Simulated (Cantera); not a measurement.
## Thermodynamics of abatement and gas-phase synthesis, feed HCl + O2

Input: 1 mol HCl, 0.46 mol O2, equilibrated at 0.200 bar.

Cantera equilibrium calculation (NASA polynomials, part measured and part estimated; ideal gas, pure solids and liquids). Candidate condensed phases: H2O; 14 gas species. Rates play no part.

```tsv
T (°C)	x HCl	x Cl	x O2	x H2O	x O	x H	x OH	x H2
1902	0.461	0.184	0.249	0.0918	0.00257	0.000218	0.00673	0.000400
2052	0.420	0.219	0.234	0.104	0.00621	0.000833	0.0126	0.00115
2202	0.377	0.252	0.217	0.113	0.0133	0.00268	0.0214	0.00284
2352	0.333	0.282	0.196	0.115	0.0258	0.00745	0.0331	0.00617
2502	0.287	0.307	0.172	0.110	0.0457	0.0181	0.0468	0.0117
2652	0.239	0.327	0.146	0.0955	0.0742	0.0388	0.0599	0.0193
2802	0.188	0.341	0.117	0.0729	0.111	0.0730	0.0685	0.0273
```
x: gas mole fraction; nothing condenses.

From 1902 °C to 2802 °C nothing is condensed.
